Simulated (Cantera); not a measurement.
Cantera run:

```python
import numpy as np
import cantera as ct

gas_names = """
    CL CL2 H HCL H2 N NH NH2 NH3 N2 N2H2 N2H4 Si SiCL SiCL2 SiCL3 SiCL4 SiH SiHCL3 SiH2 SiH2CL2 SiH3
    SiH3CL SiH4 SiN Si2 Si2N Si3
""".split()
cond_names = """
    NH4CL(a) NH4CL(b) Si(cr) Si(L) Si3N4(a)
""".split()


# ... load() reads the species with a 1 bar reference pressure and builds the phases ...
atoms = {
    'Si2Cl6': {'Si': 2, 'CL': 6},
    'NH3': {'N': 1, 'H': 3},
    'H2': {'H': 2},
}
top_T = {'Si3N4(a)': 2400}  # K; cautious upper limits of use, not melting points


# ... equilibrate(T, P, feed) seeds the gas with the atoms and calls Mixture.equilibrate('TP', solver="vcs", rtol=1e-11, max_steps=5000) ...
results = []
T = 1025  # K
P = 20000  # Pa
for m in [0.15, 0.35, 0.82, 1.9, 4.4, 10, 23]:
    feed = {'Si2Cl6': 1, 'NH3': 3.7, 'H2': m}  # mol
    mix = equilibrate(T, P, feed)
    results.append((T, P, feed, dict(zip(mix.species_names, mix.species_moles))))

top = {s: max(r[3][s] / sum(r[3][g] for g in gas_names) for r in results) for s in gas_names}
cols = sorted((s for s in top if top[s] > 1e-06), key=lambda s: -top[s])[:7]
seen = [c for c in cond_names if any(r[3].get(c, 0) > 1e-12 for r in results)]
print("log10 of partial pressures in bar; condensed amounts in mol")
print(f"{'n(H2)':>10s}" + "".join(f"{s[:9]:>10s}" for s in cols + seen))
for T, P, feed, n in results:
    ng = sum(n[g] for g in gas_names)
    print(f"{feed['H2']:10.4g}" + "".join(f"{np.log10(max(n[s] / ng * P / 1e5, 1e-99)):10.3f}" for s in cols)
          + "".join(f"{n.get(c, 0):10.4g}" for c in seen))
```

Output:

```
log10 of partial pressures in bar; condensed amounts in mol
     n(H2)        H2       HCL        N2     SiCL4    SiHCL3     SiCL3       NH3  Si3N4(a)
      0.15    -1.051    -1.124    -1.674    -1.841    -3.834    -4.932    -5.718    0.4482
      0.35    -1.042    -1.126    -1.688    -1.860    -3.842    -4.944    -5.712    0.4527
      0.82    -1.024    -1.133    -1.719    -1.904    -3.860    -4.972    -5.700    0.4629
       1.9    -0.988    -1.150    -1.786    -1.998    -3.902    -5.031    -5.681    0.4839
       4.4    -0.931    -1.193    -1.918    -2.194    -3.998    -5.156    -5.661    0.5223
        10    -0.861    -1.284    -2.135    -2.558    -4.200    -5.393    -5.663    0.5769
        23    -0.794    -1.459    -2.435    -3.188    -4.589    -5.816    -5.713    0.6306
```

These are equilibrium values from Cantera (NASA tables, ideal gas, pure condensed phases), not measurements of a reactor. The feed counts by its element totals alone. The tables' values for SiCl3 are old estimates; treat these amounts as uncertain.
